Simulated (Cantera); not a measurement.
Input: 1 mol Fe, 0.076 mol H₂S, 26 mol N₂, equilibrated at 7.50 Torr.

Cantera equilibrium calculation (NASA polynomials, part measured and part estimated; ideal gas, pure solids and liquids). Candidate condensed phases: Fe, FeS, FeS₂, S; 16 gas species. Metal and sulfide melt together well below either melting point, which pure phases cannot show. Mutual solubility and eutectic melting of coexisting phases are not modelled. FeS: taken at fixed stoichiometry. Gases not in the tables: S₃ to S₇. Kinetics and transport are ignored.

x: gas mole fraction; n: condensed amount in mol.

```csv
T (°C),x N₂,x H₂,x S₂,x H₂S,n Fe(α),n FeS(s),n Fe(γ)
427,0.997,0.00291,<1e-12,?,0.924,0.0760,0
527,0.997,0.00291,<1e-12,?,0.924,0.0760,0
627,0.997,0.00291,1.04e-10,?,0.924,0.0760,0
727,0.997,0.00291,6.57e-9,?,0.924,0.0759,0
827,0.997,0.00291,2.02e-7,?,0.924,0.0758,0
927,0.997,0.00290,3.59e-6,?,0,0.0755,0.925
1027,0.997,0.00289,4.09e-5,?,0,0.0733,0.927
1127,0.997,0.00288,0.000323,?,0,0.0580,0.942
1227,0.996,0.00285,0.00141,?,0,0,1.000
```

Question: Complete the blanks.

Answer: 
- 427, x H₂S: 1.08e-7
- 527, x H₂S: 4.48e-7
- 627, x H₂S: 1.34e-6
- 727, x H₂S: 3.20e-6
- 827, x H₂S: 6.64e-6
- 927, x H₂S: 1.23e-5
- 1027, x H₂S: 2.05e-5
- 1127, x H₂S: 3.16e-5
- 1227, x H₂S: 3.89e-5
